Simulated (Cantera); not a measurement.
**BN + HF + H2 (nitride etching)**

Input: 1 mol BN, 5 mol HF, 3 mol H2, held at 1598.15 K and 13.0 Pa.

These are equilibrium values from Cantera (NASA tables, ideal gas, pure condensed phases), not measurements of a reactor. Candidate condensed phases: B, BN; 31 gas species. The tables' values for BF2 are old estimates; treat these amounts as uncertain. The numbers say what is thermodynamically allowed, not how fast it happens.

```
Item                                Result
-------------------------------  ---------
x(H2)                                0.554
x(HF)                                0.256
x(BF3)                               0.117
x(N2)                               0.0622
x(BF2)                             0.00591
x(H)                               0.00348
x(BF)                             0.000580
x(BHF2)                           0.000354
gas amount                       8.042 mol
log10 activity of B(s) (absent)      -4.03
```
